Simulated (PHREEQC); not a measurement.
Consider water at 25 °C with 6.7 mmol/kgw KHSO4, 2.1 mmol/kgw Li2CO3 and 0.89 mmol/kgw Cd(NO3)2. Closed to the air; pH follows from the charge balance.

The numbers come from PHREEQC with the ion-association model, phreeqc.dat.

This is a speciation only: nothing precipitates in the calculation.

Task: Estimate the pH.

Result: pH 2.77.

Task: In which forms is Li present?

Result: Li+ 99 %, LiSO4- 1.4 % of the Li.
